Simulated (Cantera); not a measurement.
Feed: 1 mol BCl3, 6.8 mol H2O, 17 mol N2, held at 28.0 Pa.

Equilibrium computed with Cantera from the NASA thermochemical tables; the gas is ideal and each condensed phase is pure. Candidate condensed phases: B, BN, B2O3, B3O3H3, H2O, NH4Cl; 49 gas species. The numbers say what is thermodynamically allowed, not how fast it happens.

### Question
Which condensed phases are stable at each of these points (T (K)): 898, 973, 1048, 1123, 1198, 1273, 1348, 1423, 1498, 1573, 1648, 1723, 1798, 1873?

### Answer
| T (K) | condensed phases | B condensed (%) |
|---|---|---|
| 898 | B2O3(l) | 99.2 |
| 973 | B2O3(l) | 98.6 |
| 1048 | B2O3(l) | 95.0 |
| 1123 | B2O3(l) | 82.2 |
| 1198 | B2O3(l) | 44.9 |
| 1273 | gas only | 0.0 |
| 1348 | gas only | 0.0 |
| 1423 | gas only | 0.0 |
| 1498 | gas only | 0.0 |
| 1573 | gas only | 0.0 |
| 1648 | gas only | 0.0 |
| 1723 | gas only | 0.0 |
| 1798 | gas only | 0.0 |
| 1873 | gas only | 0.0 |

From 898 K to 1198 K the condensed part is B2O3(l). From 1273 K to 1873 K nothing is condensed.
